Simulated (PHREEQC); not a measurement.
A solution holds 7 mmol/kgw ZnCl2, 79 mmol/kgw KCl and 0.97 mmol/kgw MnSO4, at 20 °C. Closed to the air; pH follows from the charge balance.

Equilibrium calculation in PHREEQC: ion-association model, phreeqc.dat.

Task: The ionic strength comes out as 0.102 mol/kgw. What activity coefficients do ZnCl3-, Zn+2, K+, Cl-, SO4-2 get?

Result: ZnCl3- 0.77, Zn+2 0.38, K+ 0.76, Cl- 0.77, SO4-2 0.37.

This is a speciation only: nothing precipitates in the calculation.
